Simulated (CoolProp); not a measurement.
The fluid at 337.76 K and 0.00642 MPa flows at 3.5 m/s in a round tube of 100 mm bore and 15 µm roughness, fully developed (64/Re and Nu = 3.66 if laminar; Colebrook and Gnielinski if turbulent). The same conditions are run with several fluids, on thermodynamics alone (safety and materials aside).

Computed with CoolProp (reference Helmholtz-energy equation of state of each fluid (p-xylene: Zhou 2012; R227EA: Lemmon 2016; dry air: Lemmon 2000; R134a: Tillner-Roth 1994; R11: Jacobsen 1992)). Blends and air are pseudo-pure fits.

Question: Rank p-xylene, R227EA, dry air, R134a, R11 by Reynolds number, highest first.

Answer: p-xylene (11700), R227EA (10400), R11 (9410), R134a (6120), dry air (1140)

```tsv
fluid	Darcy friction factor	pressure drop (Pa/m)	heat-transfer coefficient (W/(m² K))	mass flow (kg/h)
p-xylene	0.0299	0.447	4.63	24.2
R227EA	0.0308	0.735	4.92	38.5
dry air	0.0561	0.227	1.07	6.55
R134a	0.0355	0.508	3.26	23.1
R11	0.0316	0.609	2.82	31.1
```

Transport values come from each fluid's own correlations; those of R227EA, R134a, R11 are estimates that may be off by 10 % or more.
